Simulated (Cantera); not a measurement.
# Low-pressure radical oxidation in H2/O2

A perfectly stirred reactor is fed with 1.96 % H2, 98.0 % O2, at 0.0133 bar; it is held at 1225 K, and followed from long to short residence time.

Detailed kinetics in Cantera: the H2/O2 subset of GRI-Mech 3.0, which has no nitrogen chemistry. Radical loss at walls, strong at low pressure, is not modelled.

| τ (s) | x H2 | x O2 | x OH | x HO2 | x O | x H2O2 |
|---|---|---|---|---|---|---|
| 0.73 | 8.58e-5 | 0.976 | 0.000800 | 7.96e-7 | 0.00346 | 2.92e-8 |
| 0.32 | 0.000137 | 0.974 | 0.00101 | 9.93e-7 | 0.00534 | 3.29e-8 |
| 0.14 | 0.000219 | 0.972 | 0.00124 | 1.19e-6 | 0.00771 | 3.66e-8 |
| 0.062 | 0.000356 | 0.969 | 0.00149 | 1.38e-6 | 0.0101 | 4.10e-8 |
| 0.028 | 0.000597 | 0.967 | 0.00176 | 1.55e-6 | 0.0118 | 4.77e-8 |
| 0.012 | 0.00110 | 0.966 | 0.00210 | 1.74e-6 | 0.0126 | 5.98e-8 |
| 0.0054 | 0.00205 | 0.966 | 0.00249 | 1.90e-6 | 0.0122 | 7.76e-8 |
x: mole fraction; the columns are a selection and need not sum to one.
